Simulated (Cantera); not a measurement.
## Stirred combustor or abatement burner

A perfectly stirred reactor is fed with 16.5 % CO, 2.64 % H2, 18.8 % O2, 61.9 % N2, 0.139 % H2O, at 8250 Torr; it is adiabatic with a 800 K inlet, and is followed from long to short residence time, starting on the burning branch (τ in s: 0.32, 0.12, 0.042, 0.015, 0.0054, 0.0019, 0.0007, 0.00025, 9.1e-05, 3.3e-05).

Cantera simulation using GRI-Mech 3.0 (53 species, 325 reactions); the numbers are that mechanism's predictions, not measurements. The hydrogen kinetics of GRI-Mech 3.0 are dated; newer H2 mechanisms differ, most at raised pressure.

```json
[
 {"τ (s)": "0.32", "T (K)": "2256", "x CO": "0.00155", "x H2": "4.68e-5", "x O2": "0.0982", "x OH": "0.00155", "x N2O": "1.56e-6", "x H2O2": "1.23e-7"},
 {"τ (s)": "0.12", "T (K)": "2258", "x CO": "0.00161", "x H2": "4.80e-5", "x O2": "0.0988", "x OH": "0.00157", "x N2O": "1.57e-6", "x H2O2": "1.24e-7"},
 {"τ (s)": "0.042", "T (K)": "2261", "x CO": "0.00174", "x H2": "5.09e-5", "x O2": "0.0998", "x OH": "0.00162", "x N2O": "1.61e-6", "x H2O2": "1.27e-7"},
 {"τ (s)": "0.015", "T (K)": "2263", "x CO": "0.00205", "x H2": "5.73e-5", "x O2": "0.101", "x OH": "0.00171", "x N2O": "1.73e-6", "x H2O2": "1.31e-7"},
 {"τ (s)": "0.0054", "T (K)": "2260", "x CO": "0.00277", "x H2": "7.24e-5", "x O2": "0.102", "x OH": "0.00187", "x N2O": "2.03e-6", "x H2O2": "1.39e-7"},
 {"τ (s)": "0.0019", "T (K)": "2247", "x CO": "0.00445", "x H2": "0.000108", "x O2": "0.103", "x OH": "0.00220", "x N2O": "2.69e-6", "x H2O2": "1.58e-7"},
 {"τ (s)": "0.00070", "T (K)": "2220", "x CO": "0.00771", "x H2": "0.000178", "x O2": "0.104", "x OH": "0.00270", "x N2O": "3.69e-6", "x H2O2": "2.02e-7"},
 {"τ (s)": "0.00025", "T (K)": "2168", "x CO": "0.0139", "x H2": "0.000306", "x O2": "0.106", "x OH": "0.00333", "x N2O": "4.60e-6", "x H2O2": "2.91e-7"},
 {"τ (s)": "9.1e-5", "T (K)": "2081", "x CO": "0.0243", "x H2": "0.000505", "x O2": "0.110", "x OH": "0.00383", "x N2O": "4.75e-6", "x H2O2": "4.53e-7"},
 {"τ (s)": "3.3e-5", "T (K)": "1929", "x CO": "0.0436", "x H2": "0.000800", "x O2": "0.118", "x OH": "0.00369", "x N2O": "4.22e-6", "x H2O2": "8.09e-7"}
]
```
x: mole fraction; the columns are a selection and need not sum to one.
